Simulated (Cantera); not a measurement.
Input: 1 mol SiF4, 0.98 mol N2, equilibrated at 552 °C and 42.0 Pa.

Cantera equilibrium calculation (NASA polynomials, part measured and part estimated; ideal gas, pure solids and liquids). Candidate condensed phases: Si, Si3N4; 16 gas species. The numbers say what is thermodynamically allowed, not how fast it happens.

Base state: SiF4 0.505, N2 0.495 (mole fractions); condensed: gas only.

What changes in the equilibrium state with this change: temperature from 552 °C to 1850 °C?


```
species  before     after
-------  ------  --------
N2        0.495     0.486
SiF4      0.505     0.479
F         <1e-9    0.0173
SiF3      <1e-9    0.0170
SiF2      <1e-9  0.000158
```
The tables' values for SiF3, SiF2 are old estimates; treat these amounts as uncertain.

What changes in the equilibrium state with this change: 1 mol H2O added?


| species | before | after |
|---|---|---|
| HF | 0 | 0.442 |
| N2 | 0.495 | 0.293 |
| SiF4 | 0.505 | 0.188 |
| H2O | 0 | 0.0776 |
| SiO2(α-quartz), mol | 0 | 0.370 |
Further candidate phases: H2O, SiO2, Si2N2O.

What changes in the equilibrium state with this change: SiF4 replaced by trisilylamine?


```csv
species,before,after
H2,0,1.00
SiF4,0.505,0
N2,0.495,<1e-9
"Si(s), mol",0,0.780
"Si3N4(s), mol",0,0.740
```
The feed counts by its element totals alone.
